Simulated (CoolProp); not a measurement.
Computed with CoolProp (reference Helmholtz-energy equation of state, Lemmon 2005). It is a short technical equation, of lower accuracy than the large ones.

Problem. For cis-2-butene, give the phase and the density (kg/m³), cv (kJ/(kg K)), speed of sound (m/s), Joule-Thomson coefficient (K/MPa) at 442.2 K and 706 kPa; 442.2 K and 1410 kPa; 442.2 K and 6350 kPa.

Solution. 
- 442.2 K and 706 kPa: gas; density 11.4, cv 1.87, speed of sound 253, Joule-Thomson coefficient 9.00
- 442.2 K and 1410 kPa: gas; density 24.5, cv 1.90, speed of sound 239, Joule-Thomson coefficient 9.74
- 442.2 K and 6350 kPa: supercritical; density 381, cv 2.04, speed of sound 286, Joule-Thomson coefficient 2.29
